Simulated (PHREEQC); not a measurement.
Make-up at 20 °C: 0.0012 mol/kgw HCl and 0.052 mol/kgw KCl. Closed to the air; pH follows from the charge balance.

Equilibrium calculation in PHREEQC: ion-association model, phreeqc.dat.

```json
{
 "pH": "2.99",
 "ionic_strength": "0.0532 mol/kgw",
 "specific_conductance": "6410 µS/cm",
 "density": "1.001 g/cm³",
 "total_alkalinity": "-1.20 meq/kg"
}
```

```json
[
 {"species": "Cl-", "molality": "0.0532", "activity": "0.0432", "log γ": "-0.091"},
 {"species": "K+", "molality": "0.0520", "activity": "0.0421", "log γ": "-0.091"},
 {"species": "H+", "molality": "0.00120", "activity": "0.00102", "log γ": "-0.069"}
]
```

This is a speciation only: nothing precipitates in the calculation.
